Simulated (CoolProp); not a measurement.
The fluid at 403.29 K and 0.586 MPa is compressed adiabatically to 3.5 MPa with isentropic efficiency 0.8. The same conditions are run with several fluids, on thermodynamics alone (safety and materials aside).

Model: reference Helmholtz-energy equation of state of each fluid (propylene: Lemmon 2013; propane: Lemmon 2009; ethane: Bücker 2006; R123: Younglove 1994; normal hydrogen: Leachman 2009), in CoolProp.

| fluid | work (kJ/kg) | final temperature (K) | final phase | final density (kg/m³) |
|---|---|---|---|---|
| propylene | 184 | 503.0 | gas | 38.7 |
| propane | 171 | 489.8 | gas | 42.6 |
| ethane | 271 | 521.5 | gas | 25.1 |
| R123 | 42.5 | 487.1 | gas | 196 |
| normal hydrogen | 4870 | 736.4 | supercritical | 1.14 |
